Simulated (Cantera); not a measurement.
A perfectly stirred reactor is fed with CH₄ : H₂ : O₂ : N₂ : CO₂ = 1 : 0.033 : 2.69 : 10.1 : 0.44 (molar parts), at 4.24 atm; it is adiabatic with a 773 K inlet, and is followed from long to short residence time, starting on the burning branch (τ in s: 0.09, 0.039, 0.017, 0.0072, 0.0031, 0.0013, 0.00058, 0.00025, 0.00011, 4.6e-05, 2e-05).

Detailed kinetics in Cantera: GRI-Mech 3.0 (53 species, 325 reactions).

Task: What does this change do: pressure from 4.24 atm to 0.987 atm?

Result: 
| quantity | before | after |
|---|---|---|
| blow-out, bracketed by the residence times tried | burning at 20.0 µs, the shortest tried | burning at 46.0 µs, out at 20.0 µs |
| x(CH₄) at τ = 90.0 ms | 1.01e-6 | 2.69e-6 |
| x(H₂) at τ = 90.0 ms | 0.000396 | 0.000824 |
| x(O₂) at τ = 90.0 ms | 0.0461 | 0.0471 |
| x(OH) at τ = 90.0 ms | 0.00295 | 0.00421 |
| x(CH₃) at τ = 90.0 ms | 4.13e-7 | 1.08e-6 |
| x(CH₄) at τ = 1.30 ms | 4.13e-5 | 7.18e-5 |
| x(H₂) at τ = 1.30 ms | 0.00102 | 0.00369 |
| x(O₂) at τ = 1.30 ms | 0.0484 | 0.0521 |
| x(OH) at τ = 1.30 ms | 0.00434 | 0.00791 |
| x(CH₃) at τ = 1.30 ms | 1.59e-5 | 2.18e-5 |
